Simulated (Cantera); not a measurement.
# PbO + H₂ (hydrogen reduction and annealing atmospheres)

Charge: 1 mol PbO, a varied amount of H₂, at 1823 K and 1 atm.

Cantera equilibrium calculation (NASA polynomials, part measured and part estimated; ideal gas, pure solids and liquids). Candidate condensed phases: H₂O, Pb, PbO, PbO₂, Pb₃O₄; 12 gas species. The numbers say what is thermodynamically allowed, not how fast it happens.

From 220 mol H₂ to 2700 mol H₂ nothing is condensed. The main Pb-bearing gas is Pb throughout.

| n(H₂) (mol) | x H₂ | x H₂O | x Pb | x H |
|---|---|---|---|---|
| 220 | 0.991 | 0.00452 | 0.00452 | 0.000428 |
| 500 | 0.996 | 0.00200 | 0.00200 | 0.000429 |
| 770 | 0.997 | 0.00130 | 0.00130 | 0.000430 |
| 1000 | 0.998 | 0.000999 | 0.000999 | 0.000430 |
| 1300 | 0.998 | 0.000768 | 0.000768 | 0.000430 |
| 1600 | 0.998 | 0.000624 | 0.000624 | 0.000430 |
| 1900 | 0.999 | 0.000526 | 0.000526 | 0.000430 |
| 2100 | 0.999 | 0.000476 | 0.000476 | 0.000430 |
| 2400 | 0.999 | 0.000416 | 0.000416 | 0.000430 |
| 2700 | 0.999 | 0.000370 | 0.000370 | 0.000430 |
x: gas mole fraction; nothing condenses.
